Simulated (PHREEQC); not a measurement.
A made-up water analysis in mg/kgw, 25 °C, pH 7.01, pe 1.5:

```json
[
 {"constituent": "Na", "mg/kgw": "65.2"},
 {"constituent": "K", "mg/kgw": "10.7"},
 {"constituent": "Ca", "mg/kgw": "28.9"},
 {"constituent": "Mg", "mg/kgw": "130"},
 {"constituent": "Cl", "mg/kgw": "278"},
 {"constituent": "S(6) as SO4", "mg/kgw": "31.5"},
 {"constituent": "Alkalinity as HCO3", "mg/kgw": "661"},
 {"constituent": "Sr", "mg/kgw": "6.95"},
 {"constituent": "Si as SiO2", "mg/kgw": "1.44"},
 {"constituent": "Li", "mg/kgw": "0.354"}
]
```

Valence states are taken as typed.

All values are PHREEQC results (ion-association model, phreeqc.dat), not measurements.

Precipitation was switched off in this run.

Order these Ca species by the share of Ca that they hold, largest first: CaHCO3+, CaCO3, CaSO4, Ca+2.

Ca+2 (92 %), CaHCO3+ (6.9 %), CaSO4 (1.2 %), CaCO3 (0.38 %)

Order these C species by the share of C that they hold, largest first: HCO3-, MgHCO3+, CO2, CaHCO3+.

HCO3- (81 %), CO2 (15 %), MgHCO3+ (2.7 %), CaHCO3+ (0.39 %)

The pH is 7.01 and the ionic strength 0.0226 mol/kgw. Species that the database lacks are ignored.
